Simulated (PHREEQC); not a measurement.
Dissolve 0.012 mol/kgw CdCl2, 0.0011 mol/kgw CaCl2, 0.00043 mol/kgw NaH2PO4 and 0.018 mol/kgw NaCl at 25 °C. Closed to the air; pH follows from the charge balance.

Equilibrium calculation in PHREEQC: ion-association model, wateq4f.dat.

This is a speciation only: nothing precipitates in the calculation.

Problem. Order these Cl species by the share of Cl that they hold, largest first: Cl-, CdCl2, CdCl+, CdCl3-.

Solution. Cl- (81 %), CdCl+ (16 %), CdCl2 (3.2 %), CdCl3- (0.11 %)

Problem. Order these Cd species by the share of Cd that they hold, largest first: CdCl2, CdCl3-, CdCl+, Cd+2.

Solution. CdCl+ (58 %), Cd+2 (36 %), CdCl2 (5.9 %), CdCl3- (0.13 %)

The pH is 5.17 and the ionic strength 0.0416 mol/kgw. H3PO4, which wateq4f.dat lacks, is added to it with the constant of phreeqc.dat. The database has no phosphate complexes of Cd.
